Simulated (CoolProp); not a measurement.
Vapour-liquid equilibrium of R143a (1) + R152A (2) at 190.5 K; x and y are mole fractions of (1).

Values from CoolProp's multi-fluid Helmholtz-energy mixture model, Lemmon and Jacobsen 2000 and Outcalt 1996; pair parameters Bell 2016.

```tsv
x	bubble pressure, mixture model (bar)	bubble pressure, Raoult's law (bar)	y, mixture model	y, Raoult's law
0.05	[?]	0.03402	0.249	0.192
0.2	[?]	0.04931	[?]	0.531
0.35	0.07270	0.06459	0.727	0.709
0.5	[?]	0.07988	0.815	0.819
0.65	0.1002	0.09516	[?]	0.894
0.8	0.1132	0.1104	[?]	0.948
0.95	[?]	0.1257	0.984	0.988
```

Q: Complete the blanks.

A: 
- 0.05, bubble pressure, mixture model (bar): 0.03667
- 0.2, bubble pressure, mixture model (bar): 0.05645
- 0.2, y, mixture model: 0.582
- 0.5, bubble pressure, mixture model (bar): 0.08695
- 0.65, y, mixture model: 0.881
- 0.8, y, mixture model: 0.935
- 0.95, bubble pressure, mixture model (bar): 0.1263

The largest gap from Raoult's law is +14.5 % in bubble pressure, at x = 0.2. No azeotrope shows between x = 0.05 and 0.95.

The pair parameters rest on a limited set of measurements; away from them the model extrapolates.
